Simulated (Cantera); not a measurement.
Feed: 1 mol Fe3O4, 1.4 mol CH4, 0.8 mol CO, equilibrated at 0.133 bar.

Equilibrium computed with Cantera from the NASA thermochemical tables; the gas is ideal and each condensed phase is pure. Candidate condensed phases: C, C6H6, C7H8, C8H18, Fe, Fe(CO)5, FeO, Fe(OH)2, Fe(OH)3, Fe2O3, Fe3O4, H2O; 114 gas species. Each liquid is taken as pure. Mutual solubility and eutectic melting of coexisting phases are not modelled. The tables' stoichiometric FeO is somewhat more stable than real wüstite, so its field is too wide. FeO: taken at fixed stoichiometry. Equilibrium is a limit: real reactors are often held back by kinetics, nucleation or transport.

### Question
Which condensed phases are stable at each of these points (T (K)): 1473, 1573, 1673, 1773, 1873, 1973, 2073, 2173, 2273?

### Answer
```
T (K)  condensed phases  Fe condensed (%)
-----  ----------------  ----------------
1473     Fe(γ) + FeO(s)             100.0
1573     Fe(γ) + FeO(s)             100.0
1673     Fe(δ) + FeO(l)             100.0
1773     Fe(δ) + FeO(l)             100.0
1873     Fe(l) + FeO(l)              99.9
1973     Fe(l) + FeO(l)              99.7
2073     Fe(l) + FeO(l)              99.0
2173     Fe(l) + FeO(l)              97.2
2273     Fe(l) + FeO(l)              92.9
```

From 1473 K to 1573 K the condensed part is Fe(γ) + FeO(s). From 1673 K to 1773 K the condensed part is Fe(δ) + FeO(l). From 1873 K to 2273 K the condensed part is Fe(l) + FeO(l).
